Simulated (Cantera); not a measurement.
Input: 1 mol Si3N4, 0.019 mol CO2, 89 mol N2, equilibrated at 1825 °C and 2.30 mbar.

These are equilibrium values from Cantera (NASA tables, ideal gas, pure condensed phases), not measurements of a reactor. The tables' values for SiN are old estimates; treat these amounts as uncertain. Rates play no part.

| species | before | after |
|---|---|---|
| N2 | 0.969 | 0.928 |
| Si | 0.0302 | 0.0568 |
| SiO | 0.000337 | 0.00778 |
| CO | 6.74e-5 | 0.00360 |
| SiC2 | 4.85e-7 | 1.73e-5 |
| Si2C | 0.000133 | 0.00205 |
| Si3 | 2.26e-5 | 0.000151 |
| Si2 | 0.000208 | 0.000737 |
| Si2N | 0.000190 | 0.000657 |
| Si(l), mol | 0 | 2.76 |
Gas species are given as mole fractions.

Question: Which change was made?
A) temperature from 1825 °C to 877 °C
B) Si3N4 replaced by SiC
C) temperature from 1825 °C to 852 °C
D) N2 from 89 to 1.1 mol

Answer: D, N2 from 89 to 1.1 mol
